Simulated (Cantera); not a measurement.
Feed: 1 mol TiC, 0.76 mol H2, 0.01 mol C, held at 1775 °C and 0.100 bar.

These are equilibrium values from Cantera (NASA tables, ideal gas, pure condensed phases), not measurements of a reactor. Candidate condensed phases: C, C6H6, C7H8, C8H18, Ti, TiC; 77 gas species. TiC: taken at fixed stoichiometry. Equilibrium is a limit: real reactors are often held back by kinetics, nucleation or transport.

Base state: H2 0.992, H 0.00706, C2H2 (acetylene) 0.00104, CH4 3.69e-5 (mole fractions); condensed: C(graphite) + TiC(s).

Question: What changes in the equilibrium state with this change: temperature from 1775 °C to 1450 °C?

Answer: 
| species | before | after |
|---|---|---|
| H2 | 0.992 | 0.999 |
| H | 0.00706 | 0.000577 |
| CH4 | 3.69e-5 | 0.000100 |
| C2H2 (acetylene) | 0.00104 | 9.06e-5 |
| C(graphite), mol | 0.00838 | 0.00978 |
| TiC(s), mol | 1.00 | 1.00 |

Question: What changes in the equilibrium state with this change: temperature from 1775 °C to 1202 °C?

Answer: 
```tsv
species	before	after
H2	0.992	1.000
CH4	3.69e-5	0.000290
H	0.00706	4.10e-5
C2H2 (acetylene)	0.00104	6.67e-6
C(graphite), mol	0.00838	0.00977
TiC(s), mol	1.00	1.00
```

Question: What changes in the equilibrium state with this change: TiC replaced by SiO2?

Answer: 
| species | before | after |
|---|---|---|
| H2 | 0.992 | 0.906 |
| SiO | 0 | 0.0436 |
| H2O | 0 | 0.0311 |
| CO | 0 | 0.0123 |
| C2H2 (acetylene) | 0.00104 | <1e-9 |
| CO2 | 0 | 8.87e-5 |
| CH4 | 3.69e-5 | <1e-9 |
| OH | 0 | 2.53e-5 |
| C(graphite), mol | 0.00838 | 0 |
| TiC(s), mol | 1.00 | 0 |
| SiO2(l), mol | 0 | 0.965 |
The tables hold silica as quartz up to 1696 K and as liquid above; real silica turns to tridymite and cristobalite and melts near 1996 K. Further candidate phases: H2O, Si, SiC, SiO2.
